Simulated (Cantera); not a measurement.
Equilibrium for hydrogen reduction and annealing atmospheres: Fe₂O₃ + H₂ + N₂

Charge: 1 mol Fe₂O₃, 1300 mol H₂, 0.6 mol N₂, held at 450 Torr.

Equilibrium computed with Cantera from the NASA thermochemical tables; the gas is ideal and each condensed phase is pure. Candidate condensed phases: Fe, FeO, Fe(OH)₂, Fe(OH)₃, Fe₂O₃, Fe₃O₄, H₂O; 27 gas species. Equilibrium is a limit: real reactors are often held back by kinetics, nucleation or transport.

| T (K) | x H₂ | x H | x H₂O | x Fe | n Fe(γ) | n Fe(δ) | n Fe(l) |
|---|---|---|---|---|---|---|---|
| 1198 | 0.997 | 2.45e-7 | 0.00231 | 7.73e-11 | 2.00 | 0 | 0 |
| 1298 | 0.997 | 1.38e-6 | 0.00231 | 1.72e-9 | 2.00 | 0 | 0 |
| 1398 | 0.997 | 6.10e-6 | 0.00231 | 2.43e-8 | 2.00 | 0 | 0 |
| 1498 | 0.997 | 2.22e-5 | 0.00231 | 2.40e-7 | 2.00 | 0 | 0 |
| 1598 | 0.997 | 6.86e-5 | 0.00231 | 1.76e-6 | 2.00 | 0 | 0 |
| 1698 | 0.997 | 0.000186 | 0.00231 | 1.01e-5 | 0 | 1.99 | 0 |
| 1798 | 0.997 | 0.000454 | 0.00231 | 4.77e-5 | 0 | 1.94 | 0 |
| 1898 | 0.996 | 0.00101 | 0.00230 | 0.000181 | 0 | 0 | 1.76 |
| 1998 | 0.995 | 0.00207 | 0.00230 | 0.000594 | 0 | 0 | 1.23 |
| 2098 | 0.992 | 0.00396 | 0.00230 | 0.00153 | 0 | 0 | 0 |
| 2198 | 0.989 | 0.00715 | 0.00229 | 0.00153 | 0 | 0 | 0 |
x: gas mole fraction; n: condensed amount in mol.

From 1198 K to 1598 K the condensed part is Fe(γ). From 1698 K to 1798 K the condensed part is Fe(δ). From 1898 K to 1998 K the condensed part is Fe(l). From 2098 K to 2198 K nothing is condensed.
